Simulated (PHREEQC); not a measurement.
Polishing slurry liquid with polishing slurry liquid

Solution A (0.1 mol/kgw HNO3, 2.1e-05 mol/kgw H4SiO4 and 0.076 mol/kgw KH2PO4) is mixed with solution B (0.0013 mol H2SO4 per kg of water) at 25 °C; shares are by mass of water, 1 kg in all. O2 is buffered at 0.21 atm. No CO2 enters from the air. The run lets SiO2(a) precipitate or redissolve, and no other solid.

Equilibrium calculation in PHREEQC: ion-association model, phreeqc.dat.

Task: Predict pH at share of solution B = 0, 0.5, 0.7, 0.9.

Result: 
| share of solution B | pH |
|---|---|
| 0 | 1.48 |
| 0.5 | 1.69 |
| 0.7 | 1.84 |
| 0.9 | 2.13 |
